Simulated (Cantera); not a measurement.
An isothermal, constant-pressure homogeneous reactor starts with CH4 : H2 : N2 = 0.019 : 1 : 0.0015 (molar parts), at 1700 K and 9.75 Torr.

Detailed kinetics in Cantera: GRI-Mech 3.0 (53 species, 325 reactions). GRI-Mech 3.0 stops at C3 and has no aromatics, soot or wall deposition, so with more carbon than oxygen in the feed, carbon stays in small species such as C2H2 where larger ones or solid carbon would form. Radical loss at walls, strong at low pressure, is not modelled.

x: mole fraction; the columns are a selection and need not sum to one.

| t (s) | x CH4 | x H2 | x C2H | x H | x C2H2 | x CH2 |
|---|---|---|---|---|---|---|
| 3.00e-5 | 0.0186 | 0.980 | <1e-12 | 1.74e-7 | <1e-12 | <1e-12 |
| 0.000102 | 0.0186 | 0.980 | <1e-12 | 6.66e-7 | <1e-12 | <1e-12 |
| 0.000344 | 0.0186 | 0.980 | <1e-12 | 2.43e-6 | <1e-12 | 2.21e-12 |
| 0.00116 | 0.0186 | 0.980 | <1e-12 | 8.40e-6 | 1.28e-12 | 2.78e-11 |
| 0.00393 | 0.0186 | 0.980 | <1e-12 | 2.86e-5 | 1.84e-10 | 3.28e-10 |
| 0.0133 | 0.0186 | 0.980 | <1e-12 | 9.69e-5 | [?] | 3.75e-9 |
| 0.0451 | 0.0185 | 0.980 | 9.83e-12 | 0.000322 | [?] | 4.02e-8 |
| 0.152 | 0.0177 | 0.979 | 1.36e-9 | 0.000855 | [?] | 2.58e-7 |
| 0.516 | 0.0139 | 0.981 | 1.34e-8 | 0.00109 | [?] | 3.30e-7 |
| 1.75 | 0.00755 | 0.984 | 3.53e-8 | 0.00117 | [?] | 2.10e-7 |
| 5.91 | 0.00276 | 0.987 | 5.45e-8 | 0.00124 | [?] | 8.98e-8 |
| 20.0 | 0.000838 | 0.988 | 6.31e-8 | 0.00128 | [?] | 2.94e-8 |

What belongs in the gaps?


- 0.0133, x C2H2: 3.15e-8
- 0.0451, x C2H2: 5.36e-6
- 0.152, x C2H2: 0.000279
- 0.516, x C2H2: 0.00215
- 1.75, x C2H2: 0.00533
- 5.91, x C2H2: 0.00774
- 20.0, x C2H2: 0.00871
